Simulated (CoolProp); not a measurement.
A single-stage vapour-compression cycle with the fluid: evaporating at 317.15 K (dew point), condensing at 384.15 K (bubble point), superheat 10 K, subcooling 2 K, compressor efficiency 0.8, no pressure losses. The same conditions are run with several fluids, on thermodynamics alone (safety and materials aside).

The numbers come from the reference Helmholtz-energy equation of state of each fluid (R1336mzz(E): Akasaka 2023; n-perfluorohexane: Gao 2022; ammonia: Gao 2020; R1336mzz(Z): McLinden 2020; methanol: de Reuck 1993; n-heptane: Span 2003) in CoolProp.

### Question
Rank R1336mzz(E), n-perfluorohexane, ammonia, R1336mzz(Z), methanol, n-heptane by cooling COP, highest first.

### Answer
methanol (3.13), n-heptane (2.71), ammonia (2.49), R1336mzz(Z) (2.38), R1336mzz(E) (1.87), n-perfluorohexane (1.40)

| fluid | pressure ratio | discharge temperature (K) | refrigerating effect (kJ/kg) | volumetric capacity (kJ/m³) |
|---|---|---|---|---|
| R1336mzz(E) | 5.24 | 386.9 | 52.9 | 1290 |
| n-perfluorohexane | 7.32 | 384.2 | 23.1 | 189 |
| ammonia | 4.45 | 477.5 | 745 | 9430 |
| R1336mzz(Z) | 6.17 | 384.2 | 81.6 | 769 |
| methanol | 11.6 | 513.5 | 976 | 501 |
| n-heptane | 9.86 | 384.2 | 211 | 115 |

The compression ends wet for: n-perfluorohexane; R1336mzz(Z); n-heptane.
